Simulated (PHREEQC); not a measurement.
Solution (25 °C): 1.1 mmol/kgw HF and 1.3 mmol/kgw NaF. Closed to the air; pH follows from the charge balance.

The numbers come from PHREEQC with the ion-association model, phreeqc.dat.

```json
[
 {"quantity": "pH", "before": "3.49", "after": "4.24"},
 {"quantity": "HF (mol/kgw)", "before": "0.000757", "after": "0.000988"}
]
```

Q: Name the change that produced these shifts.
A. 4.4e-05 mol/kgw FeCl2 added
B. NaF from 0.0013 to 0.013 mol/kgw
C. NaF left out
D. 8e-05 mol/kgw CaBr2 added
E. HF from 0.0011 to 0.00121 mol/kgw

A: B, NaF from 0.0013 to 0.013 mol/kgw

This is a speciation only: nothing precipitates in the calculation.
